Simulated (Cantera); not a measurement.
Feed: 1 mol (CH3)2SiCl2, 0.01 mol C2H2, 2.7 mol H2, 0.053 mol HCl, equilibrated at 1825 °C and 0.530 bar.

These are equilibrium values from Cantera (NASA tables, ideal gas, pure condensed phases), not measurements of a reactor. Candidate condensed phases: C, C6H6, C7H8, C8H18, Si, SiC; 109 gas species. The feed counts by its element totals alone. The tables' values for SiCl3, SiCl are old estimates; treat these amounts as uncertain. The numbers say what is thermodynamically allowed, not how fast it happens.

**Question.** What is the equilibrium state?

**Answer.** 
| Item | Result |
|---|---|
| x(H2) | 0.710 |
| x(HCl) | 0.267 |
| x(SiCl2) | 0.0166 |
| x(H) | 0.00356 |
| x(C2H2 (acetylene)) | 0.00101 |
| x(Cl) | 0.000984 |
| x(SiCl3) | 0.000633 |
| x(CH4) | 8.86e-5 |
| x(SiCl) | 8.33e-5 |
| n(C(graphite)) | 1.12 mol |
| n(SiC(s)) | 0.882 mol |
| gas amount | 6.776 mol |
| log10 activity of Si(l) (absent) | -1.11 |
